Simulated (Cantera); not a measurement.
Equilibrium for aluminium and copper etching: Al + HBr

Feed: 1 mol Al, 1.2 mol HBr, held at 0.0100 bar.

Method: chemical equilibrium by Gibbs-energy minimisation in Cantera with the NASA 1993 tables (ideal gas, pure condensed phases). Candidate condensed phases: Al, AlBr3, Br2; 11 gas species. Rates play no part.

| T (°C) | x H2 | x AlBr | x AlBr3 | x HBr | x Al2Br6 | n Al(s) | n Al(l) |
|---|---|---|---|---|---|---|---|
| 475 | 0.603 | 7.30e-5 | 0.392 | 2.56e-6 | 0.00467 | 0.600 | 0 |
| 550 | 0.600 | 0.000649 | 0.398 | 1.10e-5 | 0.000985 | 0.600 | 0 |
| 625 | 0.599 | 0.00395 | 0.397 | 3.68e-5 | 0.000266 | 0.597 | 0 |
| 700 | 0.593 | 0.0173 | 0.389 | 0.000103 | 8.60e-5 | 0 | 0.588 |
| 775 | 0.577 | 0.0579 | 0.365 | 0.000247 | 3.00e-5 | 0 | 0.560 |
| 850 | 0.537 | 0.158 | 0.305 | 0.000494 | 9.53e-6 | 0 | 0.483 |
| 925 | 0.463 | 0.341 | 0.195 | 0.000789 | 1.96e-6 | 0 | 0.306 |
| 1000 | 0.380 | 0.547 | 0.0712 | 0.000939 | 1.44e-7 | 0 | 0.0257 |
| 1075 | 0.374 | 0.563 | 0.0614 | 0.00209 | 6.37e-8 | 0 | 0 |
| 1150 | 0.372 | 0.563 | 0.0600 | 0.00461 | 3.84e-8 | 0 | 0 |
| 1225 | 0.368 | 0.564 | 0.0575 | 0.00923 | 2.34e-8 | 0 | 0 |
| 1300 | 0.363 | 0.566 | 0.0531 | 0.0169 | 1.38e-8 | 0 | 0 |
x: gas mole fraction; n: condensed amount in mol.

From 475 °C to 625 °C the condensed part is Al(s). From 700 °C to 1000 °C the condensed part is Al(l). From 1075 °C to 1300 °C nothing is condensed. The main Al-bearing gas is AlBr3 at 475 °C and AlBr at 1300 °C.
